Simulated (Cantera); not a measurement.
Input (Python, Cantera) and output of one run.

```python
import numpy as np
import cantera as ct

gas_names = """
    B BCL BCL2 BCL3 BH BH2 BH3 BN B2 CL CL2 H HCL H2 N NH NH2 NH3 N2 N2H2 N2H4
""".split()
cond_names = """
    B(b) B(L) BN(s) NH4CL(a) NH4CL(b)
""".split()


# ... load() reads the species with a 1 bar reference pressure and builds the phases ...
atoms = {
    'BCl3': {'B': 1, 'CL': 3},
    'NH3': {'N': 1, 'H': 3},
    'H2': {'H': 2},
}
top_T = {'BN(s)': 3200}  # K; cautious upper limits of use, not melting points


# ... equilibrate(T, P, feed) seeds the gas with the atoms and calls Mixture.equilibrate('TP', solver="vcs", rtol=1e-11, max_steps=5000) ...
results = []
feed = {'BCl3': 1, 'NH3': 0.49, 'H2': 10}  # mol
T = 1423.15  # K
P = 93000  # Pa
mix = equilibrate(T, P, feed)
results.append((T, P, feed, dict(zip(mix.species_names, mix.species_moles))))
print(gas.report(threshold=1e-06))
for i in range(1, mix.n_phases):
    print(f"{mix.phase(i).name:16s} {mix.phase_moles(i):12.5e} mol")
```

Output:

```
       temperature   1423.2 K
          pressure   93000 Pa
           density   0.086036 kg/m^3
  mean mol. weight   10.947 kg/kmol
   phase of matter   gas

                          1 kg             1 kmol
                     ---------------   ---------------
          enthalpy        8.0847e+05          8.85e+06  J
   internal energy       -2.7247e+05       -2.9827e+06  J
           entropy             18136        1.9853e+05  J/K
    Gibbs function       -2.5001e+07       -2.7368e+08  J
 heat capacity c_p            3087.9             33802  J/K
 heat capacity c_v            2328.4             25488  J/K

                      mass frac. Y      mole frac. X     chem. pot. / RT
                     ---------------   ---------------   ---------------
               BCL        6.5969e-05        1.5611e-05           -28.044
              BCL2        0.00079868          0.000107           -53.643
              BCL3           0.32314          0.030192           -79.241
               BH2        4.0636e-06        3.4682e-06           -21.178
               BH3        3.7049e-06        2.9316e-06           -30.544
                 H        5.7252e-07        6.2174e-06           -9.3661
               HCL           0.52652           0.15809           -34.965
                H2           0.14946           0.81158           -18.732
     [  +13 minor]         3.222e-06        9.9501e-07

B(b)              1.44533e-01 mol
BN(s)             4.90000e-01 mol
```

Method: chemical equilibrium by Gibbs-energy minimisation in Cantera with the NASA 1993 tables (ideal gas, pure condensed phases). Mutual solubility and eutectic melting of coexisting phases are not modelled. The tables' values for BCl2, BCl are old estimates; treat these amounts as uncertain. Gases not in the tables: BHCl2.
